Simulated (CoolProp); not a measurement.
Properties of m-xylene along the isobar 1.85 MPa (Tc = 343.7 °C, pc = 3.535 MPa, ω = 0.326).

Computed with CoolProp (reference Helmholtz-energy equation of state, Zhou 2012).

```json
[
 {"T (°C)": "127.45", "phase": "liquid", "density (kg/m³)": "769.4", "cp (kJ/(kg K))": "2.067", "viscosity (µPa s)": "[?]", "Prandtl number": "4.79", "fugacity coefficient": "0.04130"},
 {"T (°C)": "148.75", "phase": "liquid", "density (kg/m³)": "748.5", "cp (kJ/(kg K))": "2.148", "viscosity (µPa s)": "209", "Prandtl number": "4.51", "fugacity coefficient": "0.07192"},
 {"T (°C)": "170.05", "phase": "liquid", "density (kg/m³)": "726.7", "cp (kJ/(kg K))": "2.231", "viscosity (µPa s)": "181", "Prandtl number": "4.26", "fugacity coefficient": "0.1170"},
 {"T (°C)": "191.35", "phase": "liquid", "density (kg/m³)": "703.7", "cp (kJ/(kg K))": "2.318", "viscosity (µPa s)": "[?]", "Prandtl number": "4.03", "fugacity coefficient": "0.1793"},
 {"T (°C)": "212.65", "phase": "liquid", "density (kg/m³)": "678.9", "cp (kJ/(kg K))": "2.412", "viscosity (µPa s)": "137", "Prandtl number": "3.81", "fugacity coefficient": "0.2613"},
 {"T (°C)": "233.95", "phase": "liquid", "density (kg/m³)": "651.8", "cp (kJ/(kg K))": "2.516", "viscosity (µPa s)": "119", "Prandtl number": "3.60", "fugacity coefficient": "[?]"},
 {"T (°C)": "255.25", "phase": "liquid", "density (kg/m³)": "621.3", "cp (kJ/(kg K))": "2.639", "viscosity (µPa s)": "102", "Prandtl number": "3.39", "fugacity coefficient": "[?]"},
 {"T (°C)": "276.55", "phase": "liquid", "density (kg/m³)": "585.3", "cp (kJ/(kg K))": "2.806", "viscosity (µPa s)": "87.0", "Prandtl number": "3.17", "fugacity coefficient": "0.6304"},
 {"T (°C)": "297.85", "phase": "gas", "density (kg/m³)": "61.39", "cp (kJ/(kg K))": "2.603", "viscosity (µPa s)": "[?]", "Prandtl number": "0.875", "fugacity coefficient": "0.7584"},
 {"T (°C)": "319.15", "phase": "gas", "density (kg/m³)": "54.45", "cp (kJ/(kg K))": "2.470", "viscosity (µPa s)": "13.5", "Prandtl number": "0.820", "fugacity coefficient": "0.7877"}
]
```

Question: Some entries are withheld; supply them.

Answer: 
- 127.45, viscosity (µPa s): 242
- 191.35, viscosity (µPa s): 157
- 233.95, fugacity coefficient: 0.3641
- 255.25, fugacity coefficient: 0.4877
- 297.85, viscosity (µPa s): 13.1

Viscosity comes from a separate model (Cao 2016). Thermal conductivity comes from a separate model (Mylona 2014).
